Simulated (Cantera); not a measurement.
A perfectly stirred reactor is fed with C₂H₆ : N₂ = 1 : 180 (molar parts), at 0.460 bar; it is held at 1525 K, and followed from long to short residence time.

Cantera simulation using GRI-Mech 3.0 (53 species, 325 reactions); the numbers are that mechanism's predictions, not measurements. GRI-Mech 3.0 stops at C3 and has no aromatics, soot or wall deposition, so with more carbon than oxygen in the feed, carbon stays in small species such as C2H2 where larger ones or solid carbon would form.

x: mole fraction; the columns are a selection and need not sum to one.

```
τ (s)        x C₂H₆      x C₂H₂       x HCN       x CH₂         x H       x CH₃
-------  ----------  ----------  ----------  ----------  ----------  ----------
12          1.21e-6     0.00493     1.76e-6     4.53e-9     4.79e-6     1.07e-5
3.0         4.00e-6     0.00477     1.52e-6     1.11e-8     6.41e-6     1.91e-5
0.81        1.13e-5     0.00467     1.55e-6     2.69e-8     9.58e-6     3.15e-5
0.21        3.06e-5     0.00457     1.65e-6     6.66e-8     1.54e-5     5.07e-5
0.056       7.96e-5     0.00435     1.68e-6     1.56e-7     2.42e-5     8.00e-5
0.015    (withheld)  (withheld)  (withheld)  (withheld)  (withheld)  (withheld)
0.0040   (withheld)  (withheld)  (withheld)  (withheld)     4.52e-5  (withheld)
0.0010      0.00172     0.00105     8.24e-7     1.13e-6     4.73e-5    0.000365
0.00028     0.00357    0.000163     4.10e-7     1.17e-6     3.82e-5    0.000468
```

### Question
What belongs in the gaps?

### Answer

- 0.015, x C₂H₆: 0.000211
- 0.015, x C₂H₂: 0.00381
- 0.015, x HCN: 1.54e-6
- 0.015, x CH₂: 3.42e-7
- 0.015, x H: 3.53e-5
- 0.015, x CH₃: 0.000129
- 0.0040, x C₂H₆: 0.000591
- 0.0040, x C₂H₂: 0.00270
- 0.0040, x HCN: 1.25e-6
- 0.0040, x CH₂: 6.85e-7
- 0.0040, x CH₃: 0.000215
